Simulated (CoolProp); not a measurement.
Vapour-liquid equilibrium of propane (1) + toluene (2) at 32.55 °C; x and y are mole fractions of (1).

Values from CoolProp's multi-fluid Helmholtz-energy mixture model, Lemmon 2009 and Lemmon 2006; pair parameters Bell 2016.

Question: Give the bubble pressure and the first vapour's composition at x = 0.05, 0.45, 0.85. Is there an azeotrope?

Answer: x = 0.05: 0.1009 MPa, y = 0.945; x = 0.45: 0.6553 MPa, y = 0.992; x = 0.85: 0.9754 MPa, y = 0.997. No azeotrope shows between x = 0.05 and 0.95.

The pair parameters rest on a limited set of measurements; away from them the model extrapolates. The gap from Raoult's law changes sign with composition, which may be real or a fault of the pair parameters; it wasn't checked against measurements. With so large a gap from Raoult's law the liquid may split in two, which this calculation doesn't test in full.
